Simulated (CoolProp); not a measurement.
A single-stage vapour-compression cycle with the fluid: evaporating at 267.15 K (dew point), condensing at 315.15 K (bubble point), superheat 2 K, subcooling 8 K, compressor efficiency 0.75, no pressure losses. The same conditions are run with several fluids, on thermodynamics alone (safety and materials aside).

Values from CoolProp's reference Helmholtz-energy equation of state of each fluid (chloromethane (R40): Thol 2014; R407C: Lemmon 2003; R1132(E): Akasaka 2024; isobutane: Bücker 2006; R410A: Lemmon 2003; C3F8 (R218): Lemmon 2006). Blends and air are pseudo-pure fits.

```json
[
 {"fluid": "chloromethane (R40)", "cooling COP": "3.62", "pressure ratio": "4.41", "discharge temperature (K)": "387.5", "refrigerating effect (kJ/kg)": "347", "volumetric capacity (kJ/m³)": "1730"},
 {"fluid": "R407C", "cooling COP": "2.99", "pressure ratio": "4.94", "discharge temperature (K)": "348.6", "refrigerating effect (kJ/kg)": "158", "volumetric capacity (kJ/m³)": "2490"},
 {"fluid": "R1132(E)", "cooling COP": "3.31", "pressure ratio": "3.73", "discharge temperature (K)": "346.5", "refrigerating effect (kJ/kg)": "188", "volumetric capacity (kJ/m³)": "4130"},
 {"fluid": "isobutane", "cooling COP": "3.56", "pressure ratio": "4.43", "discharge temperature (K)": "322.5", "refrigerating effect (kJ/kg)": "268", "volumetric capacity (kJ/m³)": "923"},
 {"fluid": "R410A", "cooling COP": "3.28", "pressure ratio": "3.88", "discharge temperature (K)": "348.4", "refrigerating effect (kJ/kg)": "167", "volumetric capacity (kJ/m³)": "4130"},
 {"fluid": "C3F8 (R218)", "cooling COP": "2.80", "pressure ratio": "3.94", "discharge temperature (K)": "315.1", "refrigerating effect (kJ/kg)": "49.4", "volumetric capacity (kJ/m³)": "1590"}
]
```

The compression ends wet for: C3F8 (R218).
